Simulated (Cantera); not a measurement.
## Gas activation for diamond growth

An isothermal, constant-pressure homogeneous reactor starts with 1.57 % CH₄, 98.4 % H₂, 0.00984 % N₂, at 1848 K and 0.0247 atm.

Cantera simulation using GRI-Mech 3.0 (53 species, 325 reactions); the numbers are that mechanism's predictions, not measurements. GRI-Mech 3.0 stops at C3 and has no aromatics, soot or wall deposition, so with more carbon than oxygen in the feed, carbon stays in small species such as C2H2 where larger ones or solid carbon would form. Radical loss at walls, strong at low pressure, is not modelled.

```csv
t (s),x CH₄,x H₂,x C₂H₂,x H,x HCN,x C₂H₄,x C₂H
0.000100,0.0157,0.984,<1e-12,9.02e-6,<1e-12,3.97e-11,<1e-12
0.000215,0.0157,0.984,3.42e-12,2.00e-5,<1e-12,3.60e-10,<1e-12
0.000464,0.0157,0.984,7.23e-11,4.35e-5,<1e-12,3.37e-9,<1e-12
0.00100,0.0157,0.984,1.65e-9,9.42e-5,<1e-12,3.19e-8,<1e-12
0.00215,0.0157,0.984,4.03e-8,0.000203,<1e-12,2.89e-7,<1e-12
0.00464,0.0156,0.984,9.97e-7,0.000436,<1e-12,2.22e-6,4.71e-12
0.0100,0.0154,0.983,1.96e-5,0.000918,<1e-12,1.05e-5,1.96e-10
0.0215,0.0147,0.983,0.000218,0.00176,7.88e-12,2.39e-5,4.17e-9
0.0464,0.0126,0.983,0.00117,0.00255,7.02e-11,2.67e-5,3.24e-8
0.100,0.00903,0.984,0.00302,0.00283,2.62e-10,1.63e-5,9.25e-8
0.215,0.00533,0.986,0.00494,0.00299,6.16e-10,7.67e-6,1.60e-7
0.464,0.00269,0.988,0.00632,0.00315,1.16e-9,4.16e-6,2.15e-7
1.00,0.00125,0.988,0.00708,0.00326,1.88e-9,3.29e-6,2.49e-7
```
x: mole fraction; the columns are a selection and need not sum to one.

Equilibrium at this temperature and pressure: CH₄ 8.74e-5, H₂ 0.989, C₂H₂ 0.00760, H 0.00336, HCN 0.000174, C₂H₄ 3.16e-6, C₂H 2.75e-7 (gas phase only).
